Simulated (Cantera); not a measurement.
## Hydrocarbon pyrolysis for carbon deposition

An isothermal, constant-pressure homogeneous reactor starts with C₂H₄ : H₂ = 1 : 3.1 (molar parts), at 1575 K and 1330 Pa.

Cantera simulation using GRI-Mech 3.0 (53 species, 325 reactions); the numbers are that mechanism's predictions, not measurements. GRI-Mech 3.0 was tuned for natural gas; its chemistry of ethylene as a main component is partial and can be far from experiment. GRI-Mech 3.0 stops at C3 and has no aromatics, soot or wall deposition, so with more carbon than oxygen in the feed, carbon stays in small species such as C2H2 where larger ones or solid carbon would form. Radical loss at walls, strong at low pressure, is not modelled.

```json
[
 {"t (s)": "9.00e-6", "x C₂H₄": "0.244", "x H₂": "0.756", "x CH₄": "<1e-12", "x C₂H₆": "1.16e-11", "x CH₃": "<1e-12", "x C₂H₂": "8.31e-6"},
 {"t (s)": "2.58e-5", "x C₂H₄": "0.244", "x H₂": "0.756", "x CH₄": "<1e-12", "x C₂H₆": "8.20e-11", "x CH₃": "<1e-12", "x C₂H₂": "2.38e-5"},
 {"t (s)": "7.40e-5", "x C₂H₄": "0.244", "x H₂": "0.756", "x CH₄": "2.04e-12", "x C₂H₆": "4.67e-10", "x CH₃": "5.89e-12", "x C₂H₂": "6.84e-5"},
 {"t (s)": "0.000212", "x C₂H₄": "0.244", "x H₂": "0.756", "x CH₄": "4.90e-11", "x C₂H₆": "1.95e-9", "x CH₃": "4.99e-11", "x C₂H₂": "0.000196"},
 {"t (s)": "0.000609", "x C₂H₄": "0.243", "x H₂": "0.756", "x CH₄": "7.94e-10", "x C₂H₆": "6.87e-9", "x CH₃": "2.47e-10", "x C₂H₂": "0.000565"},
 {"t (s)": "0.00175", "x C₂H₄": "0.242", "x H₂": "0.756", "x CH₄": "9.55e-9", "x C₂H₆": "2.52e-8", "x CH₃": "9.83e-10", "x C₂H₂": "0.00163"},
 {"t (s)": "0.00501", "x C₂H₄": "0.238", "x H₂": "0.757", "x CH₄": "1.10e-7", "x C₂H₆": "1.02e-7", "x CH₃": "4.00e-9", "x C₂H₂": "0.00479"},
 {"t (s)": "0.0144", "x C₂H₄": "0.226", "x H₂": "0.760", "x CH₄": "1.23e-6", "x C₂H₆": "3.75e-7", "x CH₃": "1.51e-8", "x C₂H₂": "0.0145"},
 {"t (s)": "0.0412", "x C₂H₄": "0.189", "x H₂": "0.767", "x CH₄": "9.51e-6", "x C₂H₆": "7.38e-7", "x CH₃": "3.41e-8", "x C₂H₂": "0.0441"},
 {"t (s)": "0.118", "x C₂H₄": "0.109", "x H₂": "0.783", "x CH₄": "3.52e-5", "x C₂H₆": "5.78e-7", "x CH₃": "4.50e-8", "x C₂H₂": "0.109"},
 {"t (s)": "0.339", "x C₂H₄": "0.0172", "x H₂": "0.800", "x CH₄": "7.39e-5", "x C₂H₆": "1.77e-7", "x CH₃": "1.03e-7", "x C₂H₂": "0.182"},
 {"t (s)": "0.972", "x C₂H₄": "0.000290", "x H₂": "0.804", "x CH₄": "9.03e-5", "x C₂H₆": "7.50e-9", "x CH₃": "7.10e-7", "x C₂H₂": "0.196"},
 {"t (s)": "2.79", "x C₂H₄": "0.000289", "x H₂": "0.803", "x CH₄": "0.000122", "x C₂H₆": "7.56e-9", "x CH₃": "1.01e-6", "x C₂H₂": "0.196"},
 {"t (s)": "8.00", "x C₂H₄": "0.000289", "x H₂": "0.803", "x CH₄": "0.000214", "x C₂H₆": "7.65e-9", "x CH₃": "1.76e-6", "x C₂H₂": "0.196"}
]
```
x: mole fraction; the columns are a selection and need not sum to one.

Equilibrium at this temperature and pressure: C₂H₄ 0.000288, H₂ 0.802, CH₄ 0.00166, C₂H₆ 1.54e-8, CH₃ 1.36e-5, C₂H₂ 0.195 (gas phase only).
